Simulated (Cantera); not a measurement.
A closed system holds: 1 mol HF, 0.44 mol H2O, 2.7 mol O2, held at 2098 K.

Cantera equilibrium calculation (NASA polynomials, part measured and part estimated; ideal gas, pure solids and liquids). Candidate condensed phases: H2O; 22 gas species. Kinetics and transport are ignored.

Question: At 7.20 bar, list the 7 most abundant gas species with their mole fractions, and the condensed phases.

Answer: O2 0.651, HF 0.241, H2O 0.105, OH 0.00268, O 0.000412, F 3.13e-5, H2 2.83e-5. Condensed: gas only.
